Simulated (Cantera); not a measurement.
Input: 1 mol SiF4, 21 mol H2O, 18 mol N2, equilibrated at 11.0 mbar.

Equilibrium computed with Cantera from the NASA thermochemical tables; the gas is ideal and each condensed phase is pure. Candidate condensed phases: H2O, Si, SiO2, Si2N2O, Si3N4; 58 gas species. The tables hold silica as quartz up to 1696 K and as liquid above; real silica turns to tridymite and cristobalite and melts near 1996 K. The numbers say what is thermodynamically allowed, not how fast it happens.

Q: Which condensed phases are stable at each of these points (T (K)): 1100, 1200, 1300, 1400, 1500, 1600, 1700?

A: 
```csv
T (K),condensed phases,Si condensed (%)
1100,SiO2(β-quartz),100.0
1200,SiO2(β-quartz),100.0
1300,SiO2(β-quartz),100.0
1400,SiO2(β-quartz),100.0
1500,SiO2(β-quartz),100.0
1600,SiO2(β-quartz),100.0
1700,SiO2(condensed),100.0
```

From 1100 K to 1600 K the condensed part is SiO2(β-quartz). At 1700 K the condensed part is SiO2(condensed).
